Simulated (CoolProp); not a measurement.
The fluid at 402.42 K and 12.7 MPa expands adiabatically to 1.15 MPa with isentropic efficiency 0.85. The same conditions are run with several fluids, on thermodynamics alone (safety and materials aside).

The numbers come from the reference Helmholtz-energy equation of state of each fluid (methane: Setzmann 1991; carbonyl sulfide: Lemmon 2006; C3F8 (R218): Lemmon 2006; R134a: Tillner-Roth 1994; sulfur hexafluoride: Guder 2009) in CoolProp.

```csv
fluid,work (kJ/kg),final temperature (K),final phase,final density (kg/m³)
methane,307,247.9,gas,9.30
carbonyl sulfide,?,?,"two-phase, vapour fraction 0.538",?
C3F8 (R218),18.8,?,gas,100
R134a,?,317.8,?,?
sulfur hexafluoride,28.5,?,gas,74.9
```

### Question
Some entries are withheld; supply them.

### Answer

- carbonyl sulfide, work (kJ/kg): 31.7
- carbonyl sulfide, final temperature (K): 293.8
- carbonyl sulfide, final density (kg/m³): 60.4
- C3F8 (R218), final temperature (K): 328.2
- R134a, work (kJ/kg): 21.2
- R134a, final phase: two-phase, vapour fraction 0.679
- R134a, final density (kg/m³): 82.2
- sulfur hexafluoride, final temperature (K): 308.6
